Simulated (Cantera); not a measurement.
# Aluminium nitride and oxide growth: Al(CH₃)₃ + NH₃ + H₂

Feed: 1 mol Al(CH₃)₃, 370 mol NH₃, 80 mol H₂, at 1625 °C.

Cantera equilibrium calculation (NASA polynomials, part measured and part estimated; ideal gas, pure solids and liquids). Candidate condensed phases: Al, AlN, C, C₆H₆, C₇H₈, C₈H₁₈; 97 gas species. The feed counts by its element totals alone. The numbers say what is thermodynamically allowed, not how fast it happens.

| P (Pa) | log p H₂ | log p N₂ | log p H | log p HCN | log p Al | log p CH₄ | n AlN(s) |
|---|---|---|---|---|---|---|---|
| 10 | -4.15 | -4.67 | -5.18 | -6.52 | -6.93 | -11.64 | 0 |
| 63 | -3.33 | -3.86 | -4.77 | -5.71 | -6.13 | -10.00 | 0 |
| 400 | -2.52 | -3.05 | -4.36 | -4.90 | -5.33 | -8.38 | 0 |
| 2500 | -1.72 | -2.26 | -3.97 | -4.11 | -4.54 | -6.79 | 0 |
| 16000 | -0.91 | -1.45 | -3.56 | -3.30 | -4.85 | -5.17 | 0.918 |
| 100000 | -0.11 | -0.65 | -3.16 | -2.53 | -5.25 | -3.61 | 0.994 |
log p: log10 of the partial pressure in bar; n: condensed amount in mol.

From 0.0750 Torr to 18.8 Torr nothing is condensed. From 120 Torr to 750 Torr the condensed part is AlN(s). The main Al-bearing gas is Al throughout.
